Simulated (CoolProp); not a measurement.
Isopentane along the isotherm 193.35 °C: Z from the reference equation and from simpler models built on Tc = 187.2 °C, pc = 3.378 MPa, ω = 0.227; each cubic takes its own stable root.

The numbers come from the reference Helmholtz-energy equation of state, Lemmon 2006 in CoolProp. It is a short technical equation, of lower accuracy than the large ones.

| p (MPa) | phase | reference |
|---|---|---|
| 0.0267 | gas | 0.9974 |
| 0.0431 | gas | 0.9958 |
| 0.0697 | gas | 0.9932 |
| 0.113 | gas | 0.9889 |
| 0.182 | gas | 0.9821 |
| 0.294 | gas | 0.9709 |
| 0.475 | gas | 0.9523 |
| 0.767 | gas | 0.9212 |
| 1.24 | gas | 0.8675 |
| 2 | gas | 0.7689 |
| 3.24 | gas | 0.5347 |
| 5.23 | supercritical | 0.2581 |
| 8.45 | supercritical | 0.3715 |

### Question
How far does each simpler model (van der Waals, Redlich-Kwong, Soave-Redlich-Kwong) lie from the reference over these 13 states: mean and median of the absolute difference, and the worst?

### Answer
- van der Waals: mean 7.1 %, median 0.6 %, worst +39.9 % at 193.35 °C and 5.23 MPa
- Redlich-Kwong: mean 2.5 %, median 0.0 %, worst +17.8 % at 193.35 °C and 5.23 MPa
- Soave-Redlich-Kwong: mean 2.7 %, median 0.1 %, worst +19.0 % at 193.35 °C and 5.23 MPa
